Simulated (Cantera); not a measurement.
An isothermal, constant-pressure homogeneous reactor starts with 30.2 % H2, 39.7 % O2, 30.2 % N2, equivalence ratio 0.38, at 825 K and 0.110 bar.

Computed with Cantera and GRI-Mech 3.0 (53 species, 325 reactions). Radical loss at walls, strong at low pressure, is not modelled. Below about 950 K walls govern HO2 and H2O2 in real vessels. The temperature is held fixed by assumption; the heat of reaction is taken as removed at once.

Predict: x(H2) at 2.00 s; x(O2) at 2.00 s; x(H2O2) at 2.00 s; x(NO2) at 2.00 s.


```
Property                                              Result
-----------------  -----------------------------------------
x(H2) at 2.00 s         0.129 (gas-phase equilibrium <1e-12)
x(O2) at 2.00 s          0.335 (gas-phase equilibrium 0.290)
x(H2O2) at 2.00 s  0.000176 (gas-phase equilibrium 1.19e-11)
x(NO2) at 2.00 s     1.61e-8 (gas-phase equilibrium 2.21e-7)
```
